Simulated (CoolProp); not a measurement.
Saturated liquid density (kg/m³) of n-butane: the reference equation beside estimates from Tc = 425.1 K, pc = 3.796 MPa, ω = 0.201.

Model: reference Helmholtz-energy equation of state, Bücker 2006, in CoolProp.

| T (K) | reference | van der Waals | Soave-Redlich-Kwong | Peng-Robinson |
|---|---|---|---|---|
| 239.4 | 635.7 | 394.2 | 593.4 | 669.1 |
| 248.8 | 626.2 | 388.6 | 584.7 | 659.8 |
| 258.2 | ___ | 382.8 | 575.7 | 650.0 |
| 267.6 | 606.7 | ___ | 566.1 | 639.7 |
| 277 | 596.6 | 370.7 | 556.1 | 628.8 |
| 286.4 | 586.2 | 364.3 | 545.5 | 617.3 |
| 295.8 | 575.6 | 357.6 | 534.4 | 605.1 |
| 305.2 | 564.5 | 350.6 | ___ | 592.1 |
| 314.6 | 553.1 | 343.3 | 510.0 | 578.2 |
| 324 | 541.2 | 335.7 | 496.7 | 563.4 |
| 333.4 | 528.8 | 327.7 | ___ | 547.5 |
| 342.8 | 515.7 | 319.2 | ___ | 530.3 |
| 352.2 | 501.9 | 310.2 | 451.0 | 511.8 |
| 361.7 | 486.9 | 300.4 | 433.1 | 491.4 |
| 371.1 | 470.8 | 290.0 | ___ | ___ |

Problem. Some entries are withheld; supply them.

Solution. 
- 258.2, reference: 616.5
- 267.6, van der Waals: 376.9
- 305.2, Soave-Redlich-Kwong: 522.6
- 333.4, Soave-Redlich-Kwong: 482.5
- 342.8, Soave-Redlich-Kwong: 467.3
- 371.1, Soave-Redlich-Kwong: 413.8
- 371.1, Peng-Robinson: 469.1

Absolute difference from the reference over all 15 rows, mean and median: van der Waals 38.0 and 37.9 %, Soave-Redlich-Kwong 8.2 and 7.4 %, Peng-Robinson 4.0 and 4.9 %.
